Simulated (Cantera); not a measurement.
**Premixed flame**

A freely propagating, adiabatic, planar premixed flame of CH4 : O2 : N2 = 1 : 1.6 : 7.67 (molar parts), equivalence ratio 1.2, unburnt at 600 K and 13300 Pa; mixture-averaged transport, grid criteria slope 0.08 and curve 0.16, no radiation.

Detailed kinetics in Cantera: GRI-Mech 3.0 (53 species, 325 reactions). Burning velocities carry a grid error of a few per cent, more on coarse grids.

```csv
z (mm),T (K),u (m/s),x CH4,x O2,x N2O,x H2O,x CH2CO,x C2H4
-7.56,600,1.19,0.0972,0.156,<1e-8,2.27e-5,<1e-8,<1e-8
-5.04,602,1.20,0.0967,0.155,<1e-8,0.000310,<1e-8,2.75e-7
-3.78,611,1.22,0.0956,0.154,<1e-8,0.00150,6.21e-8,2.40e-6
-2.52,677,1.36,0.0903,0.149,<1e-8,0.00915,1.34e-6,3.26e-5
-1.26,1038,2.13,0.0630,0.119,<1e-8,0.0466,3.41e-5,0.000372
-0.630,1389,2.89,0.0342,0.0828,<1e-8,0.0834,0.000109,0.000792
0,1706,3.58,0.00932,0.0426,<1e-8,0.119,0.000110,0.000526
0.630,1852,3.89,0.00109,0.0182,<1e-8,0.139,2.32e-5,5.85e-5
1.26,1886,3.96,7.19e-5,0.00860,<1e-8,0.145,1.63e-6,1.81e-6
2.52,1902,3.98,2.67e-7,0.00420,<1e-8,0.145,<1e-8,<1e-8
5.04,1913,3.99,<1e-8,0.00331,<1e-8,0.144,<1e-8,<1e-8
10.1,1927,4.02,<1e-8,0.00296,<1e-8,0.144,<1e-8,<1e-8
20.2,1948,4.05,<1e-8,0.00252,<1e-8,0.146,<1e-8,<1e-8
```
x: mole fraction of selected species; z is measured from the peak of heat release.

```json
{
 "laminar_burning_velocity": "119 cm/s",
 "thermal_thickness": "2.52 mm",
 "peak x(CH2CO)": "0.000133",
 "peak x(C2H4)": "0.000833",
 "grid_points": "161"
}
```
